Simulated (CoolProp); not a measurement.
A single-stage vapour-compression cycle with the fluid: evaporating at 260.15 K (dew point), condensing at 314.15 K (bubble point), superheat 8 K, subcooling 0 K, compressor efficiency 0.7, no pressure losses. The same conditions are run with several fluids, on thermodynamics alone (safety and materials aside).

The numbers come from the reference Helmholtz-energy equation of state of each fluid (R115: Lemmon 2016; fluoroethane (R161): Wu 2012; vinyl chloride: Thol 2022; R134a: Tillner-Roth 1994; R245ca: Zhou 2016; R152A: Outcalt 1996) in CoolProp.

Task: Rank R115, fluoroethane (R161), vinyl chloride, R134a, R245ca, R152A by cooling COP, highest first.

Result: vinyl chloride (2.79), R245ca (2.70), R152A (2.66), fluoroethane (R161) (2.60), R134a (2.54), R115 (2.15)

```csv
fluid,pressure ratio,discharge temperature (K),refrigerating effect (kJ/kg),volumetric capacity (kJ/m³)
R115,4.70,323.3,62.4,1340
fluoroethane (R161),5.03,364.9,286,1830
vinyl chloride,5.90,384.0,279,845
R134a,5.87,344.3,140,1200
R245ca,10.2,336.5,158,169
R152A,5.79,360.7,233,1170
```
